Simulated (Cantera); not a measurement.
Cantera run, input and output.

```python
import numpy as np
import cantera as ct

surf = ct.Interface("ptcombust.yaml", "Pt_surf")
gas = surf.adjacent["gas"]
gas.TPX = 300, 7000, {'CH4': 0.047, 'O2': 0.1, 'N2': 0.79}
jet = ct.ImpingingJet(gas=gas, width=0.023, surface=surf)
jet.inlet.mdot, jet.inlet.T, jet.inlet.X = 0.17, 300, {'CH4': 0.047, 'O2': 0.1, 'N2': 0.79}
jet.set_refine_criteria(ratio=10, slope=0.2, curve=0.3)
show, cover = ['CH4', 'O2', 'H2O', 'OH', 'CO', 'CO2'], ["PT(S)", "H(S)", "O(S)", "OH(S)", "CO(S)", "C(S)"]

rows = []
print(f"{'Ts/K':>7s}" + "".join(f"{s:>11s}" for s in show + cover) + "   (gas at the wall, coverages)")
for i, Ts in enumerate([850, 900, 950, 1000, 1050, 1100, 1150]):
    jet.surface.T = Ts
    if i == 0:
        surf.TP = Ts, 7000
        surf.coverages = "PT(S):0.5, O(S):0.5"
        surf.advance_coverages(1.0)
        jet.set_initial_guess(products="inlet")
    jet.solve(loglevel=0, auto=(i == 0))
    rows.append([*(jet.X[gas.species_index(s), -1] for s in show), *surf[cover].coverages])
    print(f"{Ts:7g}" + "".join(f"{x:11.3e}" for x in rows[-1]))
```

Result:

```
   Ts/K        CH4         O2        H2O         OH         CO        CO2      PT(S)       H(S)       O(S)      OH(S)      CO(S)       C(S)   (gas at the wall, coverages)
    850  4.561e-02  9.695e-02  8.591e-03  6.252e-09  1.276e-05  5.608e-03  1.614e-01  2.087e-08  8.378e-01  7.621e-04  2.257e-05  5.773e-08
    900  4.102e-02  8.711e-02  1.719e-02  2.716e-08  1.678e-05  1.126e-02  2.323e-01  7.304e-08  7.667e-01  9.838e-04  2.182e-05  7.771e-08
    950  3.520e-02  7.470e-02  2.801e-02  9.223e-08  2.046e-05  1.841e-02  3.117e-01  2.037e-07  6.871e-01  1.122e-03  1.913e-05  9.162e-08
   1000  2.923e-02  6.199e-02  3.906e-02  2.642e-07  2.381e-05  2.575e-02  3.963e-01  4.768e-07  6.025e-01  1.163e-03  1.577e-05  9.866e-08
   1050  2.398e-02  5.088e-02  4.869e-02  6.585e-07  2.721e-05  3.217e-02  4.818e-01  9.744e-07  5.170e-01  1.122e-03  1.265e-05  1.007e-07
   1100  1.985e-02  4.216e-02  5.622e-02  1.453e-06  3.129e-05  3.722e-02  5.641e-01  1.791e-06  4.348e-01  1.027e-03  1.012e-05  1.004e-07
   1150  1.674e-02  3.565e-02  6.181e-02  2.905e-06  3.672e-05  4.097e-02  6.409e-01  3.052e-06  3.582e-01  9.055e-04  8.249e-06  1.000e-07
```

Model: Deutschmann's 1995 Pt surface mechanism with GRI-Mech 3.0 gas chemistry, integrated in Cantera. Catalytic surfaces can have several steady states; this one follows from the mechanism file's or the stated starting coverage.
